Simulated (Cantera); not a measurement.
A closed system holds: 1 mol Al(CH3)3, 0.56 mol H2O, 540 mol N2, equilibrated at 1.00 Torr.

Cantera equilibrium calculation (NASA polynomials, part measured and part estimated; ideal gas, pure solids and liquids). Candidate condensed phases: Al, AlN, Al2O3, C, C6H6, C7H8, C8H18, H2O; 148 gas species. The feed counts by its element totals alone. Mutual solubility and eutectic melting of coexisting phases are not modelled. Equilibrium is a limit: real reactors are often held back by kinetics, nucleation or transport.

x: gas mole fraction; n: condensed amount in mol.

| T (K) | x N2 | x H2 | x CO | x HCN | x CH4 | x H | x NH3 | n AlN(s) | n Al2O3(s) | n C(graphite) |
|---|---|---|---|---|---|---|---|---|---|---|
| 698 | 0.991 | 0.00929 | 5.72e-10 | 4.74e-10 | 1.02e-6 | <1e-12 | 1.14e-8 | 0.627 | 0.187 | 3.00 |
| 748 | 0.991 | 0.00929 | (withheld) | (withheld) | (withheld) | <1e-12 | (withheld) | 0.627 | 0.187 | 3.00 |
| 798 | 0.991 | 0.00929 | 9.12e-8 | 8.55e-9 | 1.60e-7 | 7.03e-12 | 3.62e-9 | 0.627 | 0.187 | 3.00 |
| 848 | 0.991 | 0.00929 | 7.32e-7 | 2.81e-8 | 7.37e-8 | 5.02e-11 | 2.25e-9 | 0.627 | 0.187 | 3.00 |
| 898 | 0.991 | 0.00929 | 4.64e-6 | 8.05e-8 | 3.68e-8 | 2.89e-10 | 1.46e-9 | 0.628 | 0.186 | 3.00 |
| 948 | 0.991 | 0.00929 | 2.42e-5 | 2.07e-7 | 1.97e-8 | 1.38e-9 | 9.94e-10 | 0.635 | 0.182 | 2.99 |
| 998 | 0.991 | 0.00929 | 0.000106 | 4.82e-7 | 1.12e-8 | 5.68e-9 | 7.01e-10 | 0.665 | 0.167 | 2.94 |
| 1048 | 0.990 | 0.00929 | (withheld) | (withheld) | (withheld) | (withheld) | (withheld) | (withheld) | (withheld) | 2.78 |
| 1098 | 0.990 | 0.00928 | 0.00103 | 2.07e-6 | 4.20e-9 | 6.53e-8 | 3.81e-10 | 1.00 | 0 | 2.44 |

Complete the blanks.


- 748, x CO: 8.57e-9
- 748, x HCN: 2.22e-9
- 748, x CH4: 3.81e-7
- 748, x NH3: 6.21e-9
- 1048, x CO: 0.000405
- 1048, x HCN: 1.04e-6
- 1048, x CH4: 6.71e-9
- 1048, x H: 2.04e-8
- 1048, x NH3: 5.10e-10
- 1048, n AlN(s): 0.774
- 1048, n Al2O3(s): 0.113
